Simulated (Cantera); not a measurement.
Charge: 1 mol C, a varied amount of H₂O, 11 mol N₂, 0.022 mol NH₃, held at 17300 Torr.

Points: T (K) = 1248, 1323, 1398, 1473, 1548, 1623, 1698, 1773, 1848; n(H2O) (mol) = 0.052, 0.094, 0.17, 0.31, 0.57, 1, 1.9, 3.4.

Cantera's Mixture.equilibrate('TP', solver="vcs", rtol=1e-11, max_steps=5000) on the NASA tables stopped like this:

```
ERROR: FAILURE its = 5001!

*******************************************************************************
CanteraError thrown by MultiPhase::equilibrate:
VCS solver failed. Return code: -1
*******************************************************************************
```

### Question
What got this run through?

### Answer
Several could match; the one computed here: The failure is numerical, not chemical. The same input converged with solver="gibbs", rtol=1e-10, max_steps=50000, and the result passed a check of the equilibrium conditions:
```
   1248      0.052  C(gr)
   1248      0.094  C(gr)
   1248       0.17  C(gr)
   1248       0.31  C(gr)
   1248       0.57  C(gr)
   1248          1  C(gr)
   1248        1.9  gas only
   1248        3.4  gas only
   1323      0.052  C(gr)
   1323      0.094  C(gr)
   1323       0.17  C(gr)
   1323       0.31  C(gr)
   1323       0.57  C(gr)
   1323          1  C(gr)
   1323        1.9  gas only
   1323        3.4  gas only
   1398      0.052  C(gr)
   1398      0.094  C(gr)
   1398       0.17  C(gr)
   1398       0.31  C(gr)
   1398       0.57  C(gr)
   1398          1  C(gr)
   1398        1.9  gas only
   1398        3.4  gas only
   1473      0.052  C(gr)
   1473      0.094  C(gr)
   1473       0.17  C(gr)
   1473       0.31  C(gr)
   1473       0.57  C(gr)
   1473          1  gas only
   1473        1.9  gas only
   1473        3.4  gas only
   1548      0.052  C(gr)
   1548      0.094  C(gr)
   1548       0.17  C(gr)
   1548       0.31  C(gr)
   1548       0.57  C(gr)
   1548          1  gas only
   1548        1.9  gas only
   1548        3.4  gas only
   1623      0.052  C(gr)
   1623      0.094  C(gr)
   1623       0.17  C(gr)
   1623       0.31  C(gr)
   1623       0.57  C(gr)
   1623          1  gas only
   1623        1.9  gas only
   1623        3.4  gas only
   1698      0.052  C(gr)
   1698      0.094  C(gr)
   1698       0.17  C(gr)
   1698       0.31  C(gr)
   1698       0.57  C(gr)
   1698          1  gas only
   1698        1.9  gas only
   1698        3.4  gas only
   1773      0.052  C(gr)
   1773      0.094  C(gr)
   1773       0.17  C(gr)
   1773       0.31  C(gr)
   1773       0.57  C(gr)
   1773          1  gas only
   1773        1.9  gas only
   1773        3.4  gas only
   1848      0.052  C(gr)
   1848      0.094  C(gr)
   1848       0.17  C(gr)
   1848       0.31  C(gr)
   1848       0.57  C(gr)
   1848          1  gas only
   1848        1.9  gas only
   1848        3.4  gas only
```

The gas is ideal and each condensed phase is pure.
